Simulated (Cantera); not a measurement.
Feed: 1 mol H2O, 0.37 mol H2, 0.5 mol O2, at 2877 °C and 50.0 bar.

Cantera equilibrium calculation (NASA polynomials, part measured and part estimated; ideal gas, pure solids and liquids). Candidate condensed phases: H2O; 9 gas species. The ideal-gas law is rough above about 30 bar. Kinetics and transport are ignored.

Base state: H2O 0.729, O2 0.168, OH 0.0693, H2 0.0183, O 0.0107, H 0.00468, HO2 0.000334, H2O2 4.63e-5 (mole fractions); condensed: gas only.

### Question
What changes in the equilibrium state with this change: temperature from 2877 °C to 450 °C?

### Answer
```tsv
species	before	after
H2O	0.729	0.813
O2	0.168	0.187
OH	0.0693	<1e-9
H2	0.0183	<1e-9
O	0.0107	<1e-9
H	0.00468	<1e-9
HO2	0.000334	<1e-9
```
